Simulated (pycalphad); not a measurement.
## Freezing of Si-Zr alloys with rising Zr

Computed with pycalphad from the COST 507 light-alloy database (1999), at 1 atm. The data set is of 1999 and partly superseded. Amounts are mole fractions of atoms.

Scheil-Gulliver runs (no diffusion in the solid, steps of 4 K) beside full equilibrium.

| alloy | liquidus (°C) | Scheil, half solid (°C) | Scheil, 80 % solid (°C) | Scheil, invariant end (°C) | liquid left at that end | equilibrium solidus (°C) |
|---|---|---|---|---|---|---|
| Si-15.68Zr (at.%) | 1601 | at the invariant end | at the invariant end | 1361 | 0.68 | 1361 |
| Si-31.35Zr (at.%) | ___ | ___ | at the invariant end | 1361 | ___ | 1361 |
| Si-94.05Zr (at.%) | 1665 | at the invariant end | at the invariant end | 1541 | 0.71 | 1541 |

Fill in the missing entries.


- Si-31.35Zr (at.%), liquidus (°C): 2021
- Si-31.35Zr (at.%), Scheil, half solid (°C): 1584
- Si-31.35Zr (at.%), liquid left at that end: 0.35
